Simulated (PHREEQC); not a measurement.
Dissolve 0.0032 mol HNO3, 0.00016 mol NaCl and 0.0024 mol MgCl2 per kg of water at 25 °C. It is in equilibrium with CO2 at log p = -3.4 (atm). Otherwise closed; pH follows from the charge balance.

Model: ion-association model, wateq4f.dat, run in PHREEQC.

Problem. The ionic strength comes out as 0.0106 mol/kgw. What activity coefficients do H+, NO3-, Mg+2, Cl-, Na+ get?

Solution. H+ 0.91, NO3- 0.90, Mg+2 0.67, Cl- 0.90, Na+ 0.90.

No solid was allowed to form.
